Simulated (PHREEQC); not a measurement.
Solution (25 °C): 0.26 mol/kgw CaCl2, 0.0001 mol/kgw Na2SO4 and 1.4e-06 mol/kgw H4SiO4. Closed to the air; pH follows from the charge balance.

Equilibrium calculation in PHREEQC: ion-association model, phreeqc.dat.

No solid was allowed to form.

### Question
Predict the pH, density.

### Answer
pH 6.82; density 1.020 g/cm³.

### Question
In which forms is S present?

### Answer
CaSO4 62 %, SO4-2 38 % of the S.

Caution: at this ionic strength the ion-association model is outside its range; a Pitzer model would be the better tool where its parameters exist. Complexes and solids missing from the database can't appear.
